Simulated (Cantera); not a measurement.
## Low-pressure radical oxidation in H2/O2

An isothermal, constant-pressure homogeneous reactor starts with H₂ : O₂ = 0.28 : 1 (molar parts), equivalence ratio 0.14, at 1275 K and 5.70 Torr.

Computed with Cantera and the H2/O2 subset of GRI-Mech 3.0, which has no nitrogen chemistry. Radical loss at walls, strong at low pressure, is not modelled. The temperature is held fixed by assumption; the heat of reaction is taken as removed at once.

```tsv
t (s)	x H₂	x O₂	x OH	x O	x H₂O
1.00e-5	0.219	0.781	2.17e-10	2.30e-10	3.21e-11
5.24e-5	0.219	0.781	4.02e-9	5.03e-9	3.34e-9
0.000275	0.219	0.781	1.30e-7	1.93e-7	4.18e-7
0.00144	0.111	0.720	0.0149	0.0303	0.0769
0.00756	0.0102	0.663	0.0128	0.0770	0.174
0.0397	0.00570	0.711	0.00985	0.0376	0.214
0.208	0.000439	0.751	0.00279	0.00269	0.243
1.09	1.82e-5	0.754	0.000572	0.000112	0.245
5.72	1.64e-6	0.754	0.000172	1.02e-5	0.246
30.0	2.74e-7	0.754	7.07e-5	1.70e-6	0.246
```
x: mole fraction; the columns are a selection and need not sum to one.

Equilibrium at this temperature and pressure: H₂ 1.80e-7, O₂ 0.754, OH 5.73e-5, O 1.12e-6, H₂O 0.246 (gas phase only).
